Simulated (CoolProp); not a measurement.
Vapour-liquid equilibrium of dimethyl ether (1) + n-pentane (2) at 0.0362 MPa; x and y are mole fractions of (1).

Computed with CoolProp (multi-fluid Helmholtz-energy mixture model, Wu 2011 and Thol 2019; pair parameters Bell 2016).

Give the bubble temperature and the first vapour's composition at x = 0.125, 0.425, 0.5. Is there an azeotrope?

x = 0.125: 265.1 K, y = 0.600; x = 0.425: 237.3 K, y = 0.949; x = 0.5: 234.5 K, y = 0.963. No azeotrope shows between x = 0.05 and 0.95.

Pair parameters are fitted to limited data, so mixtures are less certain than the pure fluids. The gap from Raoult's law changes sign with composition, which may be real or a fault of the pair parameters; it wasn't checked against measurements.
